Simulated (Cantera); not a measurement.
Feed: 1 mol Si, 3.4 mol SF6, held at 133 Pa.

Cantera equilibrium calculation (NASA polynomials, part measured and part estimated; ideal gas, pure solids and liquids). Candidate condensed phases: S, Si; 21 gas species. The tables' values for SF3, SF5 are old estimates; treat these amounts as uncertain. The numbers say what is thermodynamically allowed, not how fast it happens. All values below are at 977 °C.

Base state: SF4 0.451, SF6 0.287, SiF4 0.218, F 0.0394, SF3 0.00270, SF5 0.000417, SF2 0.000385 (mole fractions); condensed: gas only.

Q: What changes in the equilibrium state with this change: 0.03 mol NH3 added?

A: 
| species | before | after |
|---|---|---|
| SF4 | 0.451 | 0.451 |
| SF6 | 0.287 | 0.272 |
| SiF4 | 0.218 | 0.213 |
| HF | 0 | 0.0192 |
| F | 0.0394 | 0.0383 |
| N2 | 0 | 0.00320 |
| SF2 | 0.000385 | 0.000406 |
| SF5 | 0.000417 | 0.000405 |
| SF3 | 0.00270 | 0.00277 |
Further candidate phases: Si3N4.

Q: What changes in the equilibrium state with this change: SF6 from 3.4 to 2.5 mol?

A: 
```tsv
species	before	after
SF4	0.451	0.559
SiF4	0.218	0.279
SF6	0.287	0.131
F	0.0394	0.0239
SF2	0.000385	0.00129
SF3	0.00270	0.00551
```
